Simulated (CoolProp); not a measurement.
Saturation properties of hydrogen chloride.

Computed with CoolProp (reference Helmholtz-energy equation of state, Thol 2018).

```
T (K)  p (MPa)  enthalpy of vaporisation (kJ/kg)  liquid cp (kJ/(kg K))  vapour Z
-----  -------  --------------------------------  ---------------------  --------
213.6   0.3558                             414.1                  1.690    0.9314
220.5   0.4741                             405.0                  1.705    0.9171
227.4   0.6202                             395.4                  1.725    0.9012
234.3   0.7978                             385.1                  1.748    0.8836
241.2    1.011                             374.2                  1.777    0.8641
248.1    1.264                             362.5                  1.812    0.8427
255.1    1.566                             349.7                  1.857    0.8188
262      1.913                             336.1                  1.911    0.7931
268.9    2.314                             321.3                  1.980    0.7649
275.8    2.773                             305.1                  2.070    0.7339
282.7    3.297                             287.2                  2.189    0.6998
289.7    3.901                             266.7                  2.360    0.6614
296.6    4.574                             243.5                  2.614    0.6188
303.5    5.333                             216.3                  3.038    0.5702
310.4    6.187                             182.7                  3.885    0.5127
```

It boils at 188.2 K under 1 atm.
